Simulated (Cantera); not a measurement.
Charge: 1 mol CH₂F₂, 0.1 mol F₂, equilibrated at 0.0133 bar.

Method: chemical equilibrium by Gibbs-energy minimisation in Cantera with the NASA 1993 tables (ideal gas, pure condensed phases). Candidate condensed phases: C, C₆H₆, C₇H₈, C₈H₁₈; 95 gas species. Gases not in the tables: C₂F₆ and larger saturated fluorocarbons. Kinetics and transport are ignored.

x: gas mole fraction; n: condensed amount in mol.

| T (K) | x HF | x F | x H | x CF₄ | x CF₂ | x CF | x C₃ | n C(graphite) |
|---|---|---|---|---|---|---|---|---|
| 1323 | 0.976 | 6.66e-7 | 1.78e-9 | 0.0244 | 2.87e-6 | 1.79e-11 | <1e-12 | 0.950 |
| 1523 | 0.976 | 2.91e-5 | 4.34e-8 | 0.0243 | 8.10e-5 | 5.89e-9 | <1e-12 | 0.950 |
| 1723 | 0.975 | 0.000527 | 5.14e-7 | 0.0237 | 0.00103 | 4.94e-7 | <1e-12 | 0.949 |
| 1923 | 0.968 | [?] | [?] | [?] | [?] | [?] | [?] | 0.945 |
| 2123 | 0.947 | [?] | [?] | [?] | [?] | [?] | [?] | 0.941 |
| 2323 | 0.926 | 0.0552 | 0.000190 | 0.000333 | 0.0174 | 0.001000 | 1.91e-6 | 0.959 |
| 2523 | 0.913 | 0.0756 | 0.00155 | 6.42e-6 | 0.00738 | 0.00265 | 5.31e-5 | 0.978 |
| 2723 | 0.890 | 0.0897 | 0.0102 | 1.50e-7 | 0.00290 | 0.00548 | 0.000893 | 0.974 |
| 2923 | 0.812 | 0.117 | 0.0427 | 9.41e-9 | 0.00164 | 0.0115 | 0.0101 | 0.886 |

Some entries are withheld; supply them.


- 1923, x F: 0.00500
- 1923, x H: 3.83e-6
- 1923, x CF₄: 0.0193
- 1923, x CF₂: 0.00691
- 1923, x CF: 1.56e-5
- 1923, x C₃: 2.89e-10
- 2123, x F: 0.0249
- 2123, x H: 2.42e-5
- 2123, x CF₄: 0.00674
- 2123, x CF₂: 0.0207
- 2123, x CF: 0.000204
- 2123, x C₃: 3.59e-8
